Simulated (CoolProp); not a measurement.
Computed with CoolProp (reference Helmholtz-energy equation of state, Span 2000).

Task: For nitrogen, give the phase and the cv (kJ/(kg K)), fugacity coefficient at 611.5 K and 7120 kPa.

Result: 
- 611.5 K and 7120 kPa: supercritical; cv 0.785, fugacity coefficient 1.03
